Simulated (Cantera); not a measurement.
**Moist CO burnout**

An isothermal, constant-pressure homogeneous reactor starts with 0.258 % CO, 0.457 % O₂, 0.0119 % H₂O, 99.3 % N₂, at 1073 K and 5.00 bar.

Computed with Cantera and GRI-Mech 3.0 (53 species, 325 reactions).

| t (s) | x CO | x O₂ | x H₂O | x NO₂ | x H |
|---|---|---|---|---|---|
| 0.000100 | 0.00258 | 0.00457 | 0.000119 | <1e-12 | <1e-12 |
| 0.000347 | 0.00258 | 0.00457 | 0.000119 | <1e-12 | <1e-12 |
| 0.00120 | 0.00258 | 0.00457 | 0.000119 | <1e-12 | <1e-12 |
| 0.00416 | 0.00258 | 0.00457 | 0.000119 | <1e-12 | 1.27e-12 |
| 0.0144 | 0.00258 | 0.00457 | 0.000119 | <1e-12 | 4.40e-12 |
| 0.0500 | 0.00258 | 0.00457 | 0.000119 | <1e-12 | 2.08e-11 |
| 0.173 | 0.00258 | 0.00457 | 0.000119 | <1e-12 | 2.70e-10 |
| 0.600 | 0.00249 | 0.00452 | 0.000119 | 2.36e-11 | 1.89e-9 |
| 2.08 | 0.00211 | 0.00433 | 0.000118 | 7.12e-10 | 1.98e-9 |
| 7.21 | 0.00114 | 0.00385 | 0.000119 | 8.42e-9 | 1.30e-9 |
| 25.0 | 0.000172 | 0.00337 | 0.000119 | 4.00e-8 | 2.84e-10 |
| 86.6 | 3.81e-8 | 0.00328 | 0.000119 | 8.76e-9 | <1e-12 |
| 300 | 1.31e-11 | 0.00328 | 0.000119 | 7.42e-10 | <1e-12 |
x: mole fraction; the columns are a selection and need not sum to one.

Equilibrium at this temperature and pressure: CO 1.25e-11, O₂ 0.00328, H₂O 0.000119, NO₂ 8.70e-8, H <1e-12 (gas phase only).
